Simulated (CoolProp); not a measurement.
Properties of hexamethyldisiloxane (MM) along the isobar 1.06 MPa (Tc = 518.7 K, pc = 1.931 MPa, ω = 0.418).

Values from CoolProp's reference Helmholtz-energy equation of state, Thol 2016.

```
T (K)   phase  density (kg/m³)  cp (kJ/(kg K))
-----  ------  ---------------  --------------
450.3  liquid            571.0           2.390
471.6  liquid            529.2           2.533
492.8     gas            60.10           2.276
514       gas            53.09           2.221
535.2     gas            48.31           2.218
556.4     gas            44.68           2.235
577.6     gas            41.77           2.261
598.8     gas            39.35           2.291
620       gas            37.28           2.323
```
